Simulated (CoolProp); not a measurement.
R142b along the isobar 17.4 MPa: fugacity coefficient from the reference equation and from simpler models built on Tc = 137.1 °C, pc = 4.055 MPa, ω = 0.232; each cubic takes its own stable root.

Values from CoolProp's reference Helmholtz-energy equation of state, Lemmon 2006. It is a short technical equation, of lower accuracy than the large ones.

```tsv
T (°C)	phase	reference
57.35	liquid	0.07155
77.25	liquid	0.1054
97.15	liquid	0.1465
117.15	liquid	0.1945
137.05	liquid	0.2474
156.95	supercritical	0.3040
176.95	supercritical	0.3628
196.85	supercritical	0.4215
```

### Question
How far does each simpler model (van der Waals, Redlich-Kwong) lie from the reference over these 8 states: mean and median of the absolute difference, and the worst?

### Answer
- van der Waals: mean 52.5 %, median 38.4 %, worst +143.0 % at 57.35 °C and 17.4 MPa
- Redlich-Kwong: mean 14.2 %, median 11.8 %, worst +34.3 % at 57.35 °C and 17.4 MPa
